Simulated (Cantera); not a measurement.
A closed system holds: 1 mol CHF3, 0.029 mol CH4, 11 mol H2, equilibrated at 1000 Pa.

Equilibrium computed with Cantera from the NASA thermochemical tables; the gas is ideal and each condensed phase is pure. Candidate condensed phases: C, C6H6, C7H8, C8H18; 95 gas species. Kinetics and transport are ignored.

Task: Which condensed phases are stable at each of these points (T (K)): 2348, 2498, 2648, 2798, 2948, 3098, 3248, 3398?

Result: 
| T (K) | condensed phases | C condensed (%) |
|---|---|---|
| 2348 | C(graphite) | 90.0 |
| 2498 | C(graphite) | 81.3 |
| 2648 | C(graphite) | 67.3 |
| 2798 | C(graphite) | 36.9 |
| 2948 | gas only | 0.0 |
| 3098 | gas only | 0.0 |
| 3248 | gas only | 0.0 |
| 3398 | gas only | 0.0 |

From 2348 K to 2798 K the condensed part is C(graphite). From 2948 K to 3398 K nothing is condensed.
